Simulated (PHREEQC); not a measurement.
0.11 g of hydrous ferric oxide (600 m²/g; 0.2 weak and 0.005 strong sites per Fe, Dzombak-Morel constants, diffuse double layer) in 1 kg of water with 0.05 mol/kgw of an inert sodium salt and 1e-05 mol MgCl2, at 25 °C; the pH is set by adding NaOH or the inert anion's acid. O2 is buffered at 0.21 atm. CO2 from the air is kept out. Nothing may precipitate in this run.

The series has 13 steps of pH, from 4 to 10.

Computed with PHREEQC (ion-association model, wateq4f.dat).

Near which pH is half of the Mg sorbed, and on which side is more sorbed?

Near pH 8.4, with more sorbed at higher pH.
